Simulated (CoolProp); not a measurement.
Model: reference Helmholtz-energy equation of state, Gao 2022, in CoolProp.

Question: For n-perfluorobutane, give the phase and the density (kg/m³), cv (kJ/(kg K)), Joule-Thomson coefficient (K/MPa), isothermal compressibility (1/MPa) at 104.65 °C and 3.25 MPa; 145.95 °C and 3.25 MPa.

Answer: 
- 104.65 °C and 3.25 MPa: liquid; density 1110, cv 0.954, Joule-Thomson coefficient 1.29, isothermal compressibility 0.0489
- 145.95 °C and 3.25 MPa: supercritical; density 420, cv 0.980, Joule-Thomson coefficient 10.8, isothermal compressibility 0.660
